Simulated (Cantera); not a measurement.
Input: 1 mol Pb, 0.19 mol O2, 1.8 mol N2, held at 360 Pa.

Cantera equilibrium calculation (NASA polynomials, part measured and part estimated; ideal gas, pure solids and liquids). Candidate condensed phases: Pb, PbO, PbO2, Pb3O4; 12 gas species. Gases not in the tables: (PbO)n polymers. Kinetics and transport are ignored. All values below are at 1125 °C.

Base state: N2 0.642, Pb 0.222, PbO 0.134, O2 0.000566, NO 3.36e-5 (mole fractions); condensed: gas only.

### Question
What changes in the equilibrium state with this change: pressure from 360 Pa to 150000 Pa?

### Answer
```json
[
 {"species": "N2", "before": "0.642", "after": "0.993"},
 {"species": "Pb", "before": "0.222", "after": "0.00568"},
 {"species": "PbO", "before": "0.134", "after": "0.00145"},
 {"species": "O2", "before": "0.000566", "after": "2.42e-7"},
 {"species": "NO", "before": "3.36e-5", "after": "8.63e-7"},
 {"species": "Pb(l), mol", "before": "0", "after": "0.610"},
 {"species": "PbO(l), mol", "before": "0", "after": "0.377"}
]
```
Each liquid is taken as pure. Mutual solubility and eutectic melting of coexisting phases are not modelled.
